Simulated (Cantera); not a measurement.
Charge: 1 mol C₂H₄, 0.23 mol CO₂, held at 2375 K and 0.600 bar.

These are equilibrium values from Cantera (NASA tables, ideal gas, pure condensed phases), not measurements of a reactor. Equilibrium is a limit: real reactors are often held back by kinetics, nucleation or transport.

```
species            before     after
----------------  -------  --------
H₂                  0.793     0.505
H                  0.0162     0.336
CO                  0.185     0.156
CH₄               7.02e-5   4.22e-8
C₃                1.07e-7   7.18e-5
C                 4.54e-8   3.06e-5
CH₃               2.65e-5   5.19e-7
C₂H               5.46e-6  0.000113
C₂H₂ (acetylene)  0.00493   0.00314
C(graphite), mol     1.75      1.75
```
Gas species are given as mole fractions.

**Question.** Name the change that produced these shifts.
A) CO₂ from 0.23 to 2.9 mol
B) pressure from 0.600 bar to 89.0 Pa
C) CO₂ from 0.23 to 0.023 mol
D) temperature from 2375 K to 1325 K

**Answer.** B, pressure from 0.600 bar to 89.0 Pa
